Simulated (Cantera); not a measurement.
Cantera run, input and output.

```python
import numpy as np
import cantera as ct

gas = ct.Solution("h2o2.yaml")
gas.TPX = 725, 180000, {'H2': 1, 'O2': 0.417, 'N2': 1.57}
inlet = ct.Reservoir(gas, clone=True)
gas.equilibrate("HP")  # start burning
reactor = ct.IdealGasConstPressureReactor(gas, energy="on", clone=False)
exhaust = ct.Reservoir(gas, clone=True)
tau = [0.29, 0.12, 0.05, 0.02, 0.0084, 0.0035, 0.0014, 0.00059, 0.00024, 0.0001][0]
for a, b in ((inlet, reactor), (reactor, exhaust)):
    ct.MassFlowController(a, b, mdot=lambda t: reactor.mass / tau)
net = ct.ReactorNet([reactor])
show = ['H2', 'O2', 'H2O2', 'H2O', 'O', 'OH', 'H']

rows = []
print(f"{'tau/s':>10s}{'T/K':>9s}" + "".join(f"{s:>11s}" for s in show))
for tau in [0.29, 0.12, 0.05, 0.02, 0.0084, 0.0035, 0.0014, 0.00059, 0.00024, 0.0001]:
    net.initial_time = 0.0
    net.advance(30 * tau)
    before = gas.X
    net.advance(40 * tau)
    drift = np.max(np.abs(gas.X - before) / (gas.X + 1e-9))
    rows.append([gas.T, *gas[show].X, drift])
    print(f"{tau:10.3e}{gas.T:9.1f}" + "".join(f"{x:11.3e}" for x in gas[show].X))
```

It prints:

```
     tau/s      T/K         H2         O2       H2O2        H2O          O         OH          H
 2.900e-01   2625.3  6.763e-02  1.334e-03  1.380e-07  3.086e-01  7.182e-04  9.033e-03  8.348e-03
 1.200e-01   2624.6  6.765e-02  1.348e-03  1.388e-07  3.085e-01  7.246e-04  9.068e-03  8.391e-03
 5.000e-02   2622.9  6.771e-02  1.379e-03  1.406e-07  3.083e-01  7.398e-04  9.149e-03  8.495e-03
 2.000e-02   2618.6  6.786e-02  1.459e-03  1.452e-07  3.078e-01  7.784e-04  9.352e-03  8.754e-03
 8.400e-03   2609.4  6.818e-02  1.636e-03  1.547e-07  3.067e-01  8.649e-04  9.783e-03  9.323e-03
 3.500e-03   2589.3  6.887e-02  2.027e-03  1.734e-07  3.043e-01  1.062e-03  1.066e-02  1.056e-02
 1.400e-03   2547.4  7.029e-02  2.870e-03  2.066e-07  2.994e-01  1.515e-03  1.230e-02  1.321e-02
 5.900e-04   2478.1  7.247e-02  4.322e-03  2.527e-07  2.916e-01  2.361e-03  1.447e-02  1.778e-02
 2.400e-04   2367.8  7.547e-02  6.712e-03  3.273e-07  2.801e-01  3.879e-03  1.680e-02  2.555e-02
 1.000e-04   2223.6  7.846e-02  9.923e-03  4.648e-07  2.664e-01  6.012e-03  1.817e-02  3.658e-02
```

Model: the H2/O2 subset of GRI-Mech 3.0, which has no nitrogen chemistry, integrated in Cantera.
